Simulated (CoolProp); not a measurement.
Saturation properties of diethyl ether (Tc = 194.7 °C, pc = 3.717 MPa, ω = 0.282).

Computed with CoolProp (reference Helmholtz-energy equation of state, Thol 2014).

| T (°C) | p (MPa) | liquid density (kg/m³) | vapour density (kg/m³) | enthalpy of vaporisation (kJ/kg) | liquid cp (kJ/(kg K)) |
|---|---|---|---|---|---|
| 94.35 | 0.5737 | 617.8 | 16.30 | … | … |
| 97.15 | 0.6127 | 613.6 | 17.41 | 294.4 | 2.648 |
| 99.95 | 0.6535 | 609.4 | 18.58 | 291.0 | … |
| 102.75 | 0.6964 | 605.0 | 19.81 | 287.6 | 2.681 |
| 105.55 | 0.7413 | 600.7 | 21.12 | 284.0 | 2.698 |
| 108.35 | 0.7883 | 596.2 | 22.50 | 280.4 | 2.716 |
| 111.15 | 0.8375 | 591.7 | 23.95 | 276.7 | 2.735 |
| 113.95 | 0.8890 | 587.1 | 25.49 | 272.9 | 2.754 |
| 116.75 | 0.9428 | 582.4 | … | 269.0 | 2.774 |
| 119.55 | … | 577.6 | 28.83 | 265.1 | 2.795 |
| 122.35 | 1.058 | 572.7 | 30.65 | 261.0 | 2.817 |
| 125.15 | 1.119 | 567.8 | 32.57 | 256.9 | 2.840 |
| 127.95 | 1.182 | 562.7 | … | 252.6 | 2.864 |

Problem. What belongs in the gaps?

Solution. 
- 94.35, enthalpy of vaporisation (kJ/kg): 297.8
- 94.35, liquid cp (kJ/(kg K)): 2.633
- 99.95, liquid cp (kJ/(kg K)): 2.665
- 116.75, vapour density (kg/m³): 27.12
- 119.55, p (MPa): 0.9989
- 127.95, vapour density (kg/m³): 34.60

It boils at 34.5 °C under 1 atm.
